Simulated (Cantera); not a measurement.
# Premixed flame

A freely propagating, adiabatic, planar premixed flame of 9.01 % CH4, 15.0 % O2, 72.1 % N2, 3.87 % H2O, equivalence ratio 1.2, unburnt at 550 K and 500000 Pa; multicomponent+Soret transport, grid criteria slope 0.08 and curve 0.16, no radiation.

Cantera simulation using GRI-Mech 3.0 (53 species, 325 reactions); the numbers are that mechanism's predictions, not measurements. Burning velocities carry a grid error of a few per cent, more on coarse grids.

| z (mm) | T (K) | u (m/s) | x CH4 | x O2 | x H2O | x OH | x CO2 | x HCN |
|---|---|---|---|---|---|---|---|---|
| -0.802 | 552 | 0.200 | 0.0897 | 0.150 | 0.0389 | <1e-8 | 5.73e-6 | <1e-8 |
| -0.534 | 564 | 0.205 | 0.0884 | 0.149 | 0.0403 | <1e-8 | 6.87e-5 | 2.53e-8 |
| -0.401 | 597 | 0.218 | 0.0855 | 0.147 | 0.0440 | <1e-8 | 0.000323 | 1.16e-7 |
| -0.267 | 740 | 0.271 | 0.0757 | 0.136 | 0.0592 | 1.79e-8 | 0.00213 | 7.40e-7 |
| -0.134 | 1179 | 0.438 | 0.0477 | 0.0943 | 0.105 | 2.14e-6 | 0.0114 | 3.85e-6 |
| -0.0668 | 1531 | 0.573 | 0.0241 | 0.0560 | 0.143 | 3.49e-5 | 0.0219 | 7.40e-6 |
| 0 | 1850 | 0.695 | 0.00477 | 0.0185 | 0.177 | 0.000426 | 0.0359 | 1.30e-5 |
| 0.0668 | 1971 | 0.739 | 0.000355 | 0.00351 | 0.187 | 0.00112 | 0.0470 | 1.44e-5 |
| 0.134 | 1998 | 0.748 | 2.90e-5 | 0.000737 | 0.188 | 0.00116 | 0.0519 | 9.81e-6 |
| 0.267 | 2015 | 0.753 | 8.64e-7 | 0.000123 | 0.188 | 0.000822 | 0.0541 | 4.60e-6 |
| 0.534 | 2026 | 0.757 | 3.00e-8 | 3.04e-5 | 0.188 | 0.000458 | 0.0543 | 1.84e-6 |
| 1.07 | 2031 | 0.759 | <1e-8 | 7.48e-6 | 0.189 | 0.000232 | 0.0543 | 7.39e-7 |
| 2.14 | 2033 | 0.759 | <1e-8 | 2.65e-6 | 0.189 | 0.000143 | 0.0542 | 3.10e-7 |
x: mole fraction of selected species; z is measured from the peak of heat release.

```
Item                         Result
------------------------  ---------
laminar burning velocity  19.9 cm/s
thermal thickness          0.267 mm
peak x(OH)                  0.00120
peak x(HCN)                 1.52e-5
grid points                     139
```
